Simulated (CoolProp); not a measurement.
Vapour-liquid equilibrium of cyclohexane (1) + dimethyl carbonate (2) at 161.75 °C; x and y are mole fractions of (1).

Model: multi-fluid Helmholtz-energy mixture model, Zhou 2014 and Zhou 2011; pair parameters Bell 2016, in CoolProp.

Q: Give the bubble pressure and the first vapour's composition at x = 0.2, 0.725, 0.8. Is there an azeotrope?

A: x = 0.2: 0.8062 MPa, y = 0.316; x = 0.725: 0.8608 MPa, y = 0.654; x = 0.8: 0.8382 MPa, y = 0.713. y crosses x between x = 0.5 and 0.575: the model has an azeotrope there.

The pair parameters rest on a limited set of measurements; away from them the model extrapolates.
